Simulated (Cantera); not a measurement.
**N2O furnace oxynitridation**

An isothermal, constant-pressure homogeneous reactor starts with N₂O : H₂ : N₂ = 1 : 0.0038 : 0.73 (molar parts), at 1425 K and 0.390 bar.

Cantera simulation using GRI-Mech 3.0 (53 species, 325 reactions); the numbers are that mechanism's predictions, not measurements. GRI-Mech 3.0 was tuned for natural gas; its chemistry of N2O as a main component is partial and can be far from experiment. The temperature is held fixed by assumption; the heat of reaction is taken as removed at once.

```csv
t (s),x N₂O,x H₂,x N₂,x H,x H₂O
0.000200,0.575,0.00195,0.422,2.09e-6,0.000199
0.000597,0.572,0.00122,0.424,1.68e-6,0.000916
0.00178,0.564,0.000356,0.429,4.05e-7,0.00179
0.00532,0.542,2.99e-5,0.441,6.41e-8,0.00211
0.0159,0.484,1.29e-7,0.472,4.46e-8,0.00210
0.0474,0.352,6.27e-8,0.543,5.04e-8,0.00198
0.141,0.152,6.50e-8,0.651,5.29e-8,0.00182
0.422,0.0220,3.45e-8,0.723,1.88e-8,0.00171
1.26,0.000406,5.00e-9,0.736,9.37e-10,0.00170
3.76,1.79e-6,4.21e-9,0.736,7.15e-10,0.00170
11.2,1.78e-6,4.21e-9,0.736,7.15e-10,0.00170
33.5,1.76e-6,4.21e-9,0.737,7.15e-10,0.00170
100,1.71e-6,4.20e-9,0.737,7.14e-10,0.00170
```
x: mole fraction; the columns are a selection and need not sum to one.

Equilibrium at this temperature and pressure: N₂O 3.32e-8, H₂ 3.82e-9, N₂ 0.775, H 6.80e-10, H₂O 0.00170 (gas phase only).
